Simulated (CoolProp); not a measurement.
Vapour-liquid equilibrium of carbon dioxide (1) + propylene (2) at 240.4 K; x and y are mole fractions of (1).

The numbers come from the multi-fluid Helmholtz-energy mixture model, Span 1996 and Lemmon 2013; pair parameters Bell 2016 in CoolProp.

```csv
x,"bubble pressure, mixture model (MPa)","bubble pressure, Raoult's law (MPa)","y, mixture model","y, Raoult's law"
0.05,0.2936,0.2457,0.366,0.265
0.2,0.5625,0.4122,___,0.631
0.35,0.7651,0.5787,0.800,0.786
0.5,___,0.7452,0.852,0.872
0.65,___,0.9117,0.891,0.927
0.8,1.144,1.078,0.928,0.965
0.95,1.260,1.245,0.978,0.992
```

### Question
Fill in the missing entries.

### Answer

- 0.2, y, mixture model: 0.697
- 0.5, bubble pressure, mixture model (MPa): 0.9149
- 0.65, bubble pressure, mixture model (MPa): 1.034

The largest gap from Raoult's law is +36.5 % in bubble pressure, at x = 0.2. No azeotrope shows between x = 0.05 and 0.95.

The pair parameters rest on a limited set of measurements; away from them the model extrapolates.
